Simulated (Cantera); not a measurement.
A perfectly stirred reactor is fed with 9.35 % CO, 3.27 % H2, 18.3 % O2, 69.0 % N2, equivalence ratio 0.34, at 3750 Torr; it is adiabatic with a 498 K inlet, and is followed from long to short residence time, starting on the burning branch (τ in s: 0.33, 0.13, 0.054, 0.022, 0.0088, 0.0036, 0.0015, 0.00059, 0.00024, 9.7e-05, 3.9e-05, 1.6e-05).

Cantera simulation using GRI-Mech 3.0 (53 species, 325 reactions); the numbers are that mechanism's predictions, not measurements. The hydrogen kinetics of GRI-Mech 3.0 are dated; newer H2 mechanisms differ, most at raised pressure.

Task: Predict: blow-out, bracketed by the residence times tried; x(CO) at τ = 0.330 s; x(H2) at τ = 0.330 s; x(O2) at τ = 0.330 s; x(OH) at τ = 0.330 s; x(NO) at τ = 0.330 s; x(CO) at τ = 1.50 ms; x(H2) at τ = 1.50 ms; x(O2) at τ = 1.50 ms; x(OH) at τ = 1.50 ms; x(NO) at τ = 1.50 ms.

Result: 
```
Quantity                                                                        Value
------------------------------------------------  -----------------------------------
blow-out, bracketed by the residence times tried  burning at 1.50 ms, out at 0.590 ms
x(CO) at τ = 0.330 s                                                         0.000180
x(H2) at τ = 0.330 s                                                          6.72e-6
x(O2) at τ = 0.330 s                                                            0.128
x(OH) at τ = 0.330 s                                                         0.000124
x(NO) at τ = 0.330 s                                                          7.75e-6
x(CO) at τ = 1.50 ms                                                          0.00887
x(H2) at τ = 1.50 ms                                                         0.000300
x(O2) at τ = 1.50 ms                                                            0.132
x(OH) at τ = 1.50 ms                                                         0.000475
x(NO) at τ = 1.50 ms                                                          2.97e-6
```
